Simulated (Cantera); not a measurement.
Charge: 1 mol trisilylamine, 0.3 mol NH3, 2.2 mol N2, equilibrated at 170 Pa.

Equilibrium computed with Cantera from the NASA thermochemical tables; the gas is ideal and each condensed phase is pure. Candidate condensed phases: Si, Si3N4; 18 gas species. The feed counts by its element totals alone. Mutual solubility and eutectic melting of coexisting phases are not modelled. Gases not in the tables: Si2H6 and higher silanes. Equilibrium is a limit: real reactors are often held back by kinetics, nucleation or transport.

log p: log10 of the partial pressure in bar; n: condensed amount in mol.

```
T (K)  log p H2  log p N2  log p H  log p Si   log p SiH  log p Si2N  n Si3N4(s)  n Si(s)  n Si(l)
-----  --------  --------  -------  --------  ----------  ----------  ----------  -------  -------
1400      -2.84     -3.60    -6.73    -10.18  (withheld)      -12.64        1.00        0        0
1425      -2.84     -3.60    -6.59     -9.72  (withheld)      -12.07        1.00        0        0
1450      -2.84     -3.60    -6.44     -9.29  (withheld)      -11.51       1.000        0        0
1475      -2.84     -3.60    -6.31     -8.87  (withheld)      -10.97       1.000        0        0
1500      -2.84     -3.60    -6.17     -8.46  (withheld)      -10.45       1.000        0        0
1525      -2.84     -3.60    -6.05     -8.06  (withheld)       -9.95       1.000        0        0
1550      -2.84     -3.60    -5.92     -7.68  (withheld)       -9.47       1.000        0        0
1575      -2.84     -3.60    -5.80     -7.31  (withheld)       -9.00       1.000        0        0
1600      -2.85     -3.52    -5.69     -7.01  (withheld)       -8.61       0.896    0.311        0
1625      -2.91     -3.34    -5.60     -6.79  (withheld)       -8.33       0.514     1.46        0
1650      -2.97     -3.21    -5.53     -6.57  (withheld)       -8.07           0     3.00        0
1675      -2.97     -3.21    -5.42     -6.36  (withheld)       -7.89           0     3.00        0
1700      -2.97     -3.21    -5.32     -6.17  (withheld)       -7.73           0        0     3.00
1725      -2.97     -3.21    -5.22     -5.99  (withheld)       -7.61           0        0     2.99
```

Q: Complete the blanks.

A: 
- 1400, log p SiH: -10.90
- 1425, log p SiH: -10.50
- 1450, log p SiH: -10.11
- 1475, log p SiH: -9.73
- 1500, log p SiH: -9.37
- 1525, log p SiH: -9.02
- 1550, log p SiH: -8.68
- 1575, log p SiH: -8.36
- 1600, log p SiH: -8.10
- 1625, log p SiH: -7.94
- 1650, log p SiH: -7.79
- 1675, log p SiH: -7.62
- 1700, log p SiH: -7.46
- 1725, log p SiH: -7.32
